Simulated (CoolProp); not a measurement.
A single-stage vapour-compression cycle with propylene: evaporating at 219.15 K (dew point), condensing at 241.15 K (bubble point), superheat 0 K, subcooling 8 K, compressor efficiency 0.6, no pressure losses. Each further row changes one setting.

The numbers come from the reference Helmholtz-energy equation of state, Lemmon 2013 in CoolProp.

| case | cooling COP | pressure ratio | discharge temperature (K) | refrigerating effect (kJ/kg) | volumetric capacity (kJ/m³) |
|---|---|---|---|---|---|
| as stated | 5.77 | 2.61 | 274.2 | 415 | 741 |
| evaporating temperature 224.15 K | 7.77 | 2.06 | 265.9 | 421 | 935 |
| condensing temperature 236.15 K | 7.59 | 2.13 | 262.7 | 426 | 761 |
| subcooling 13 K | 5.93 | 2.61 | 274.2 | 426 | 761 |
| superheat 10 K | 5.68 | 2.61 | 285.2 | 428 | 728 |
| compressor efficiency 0.5 | 4.81 | 2.61 | 283.7 | 415 | 741 |
